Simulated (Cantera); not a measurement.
Input (Python, Cantera):

```python
import numpy as np
import cantera as ct

gas = ct.Solution("gri30.yaml")


def delay(T, t_max=10):
    gas.TPX = T, 100000, {'CH4': 1, 'O2': 1.18, 'N2': 6, 'CO2': 0.24}
    reactor = ct.IdealGasConstPressureReactor(gas, clone=False)
    net = ct.ReactorNet([reactor])
    net.rtol, net.atol = 1e-8, 1e-16
    while net.time < t_max:
        t_old, T_old = net.time, reactor.T
        net.step()
        if reactor.T > T + 400:  # ignition: a rise of 400 K
            return t_old + (T + 400 - T_old) / (reactor.T - T_old) * (net.time - t_old)
    return np.nan


taus = []
for T in [1273, 1373, 1473, 1573, 1673, 1773, 1873, 1973, 2073]:
    taus.append(delay(T))
    print(f"T0 = {T:6g} K   tau = {taus[-1]:.4e} s")
```

Result:

```
T0 =   1273 K   tau = 3.1364e-02 s
T0 =   1373 K   tau = 8.7110e-03 s
T0 =   1473 K   tau = 2.6913e-03 s
T0 =   1573 K   tau = 9.4617e-04 s
T0 =   1673 K   tau = 3.8620e-04 s
T0 =   1773 K   tau = 1.8189e-04 s
T0 =   1873 K   tau = 9.6413e-05 s
T0 =   1973 K   tau = 5.6018e-05 s
T0 =   2073 K   tau = 3.4959e-05 s
```

Model: GRI-Mech 3.0 (53 species, 325 reactions), integrated in Cantera.
